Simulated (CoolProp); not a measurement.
Vapour-liquid equilibrium of benzene (1) + n-dodecane (2) at 457.7 K; x and y are mole fractions of (1).

The numbers come from the multi-fluid Helmholtz-energy mixture model, Thol 2012 and Lemmon 2004; pair parameters Bell 2016 in CoolProp.

Question: Give the bubble pressure and the first vapour's composition at x = 0.05, 0.15, 0.65. Is there an azeotrope?

Answer: x = 0.05: 0.08017 MPa, y = 0.459; x = 0.15: 0.1636 MPa, y = 0.754; x = 0.65: 0.6820 MPa, y = 0.969. No azeotrope shows between x = 0.05 and 0.95.

Pair parameters are fitted to limited data, so mixtures are less certain than the pure fluids.
